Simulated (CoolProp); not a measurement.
Model: reference Helmholtz-energy equation of state, Lemmon 2005, in CoolProp.

Task: For R125, give the phase and the cp (kJ/(kg K)), cv (kJ/(kg K)), speed of sound (m/s), viscosity (µPa s) at 122.65 °C and 5.28 MPa.

Result: 
- 122.65 °C and 5.28 MPa: supercritical; cp 1.34, cv 0.933, speed of sound 132, viscosity 23.2

Viscosity comes from a separate model (Huber 2006).
